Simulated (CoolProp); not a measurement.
The numbers come from the reference Helmholtz-energy equation of state, Fiedler 2023 in CoolProp.

Q: For tetrahydrofuran, give the phase and the density (kg/m³), speed of sound (m/s), Joule-Thomson coefficient (K/MPa) at 47.15 °C and 4.58 MPa.

A: 
- 47.15 °C and 4.58 MPa: liquid; density 862, speed of sound 1200, Joule-Thomson coefficient -0.382
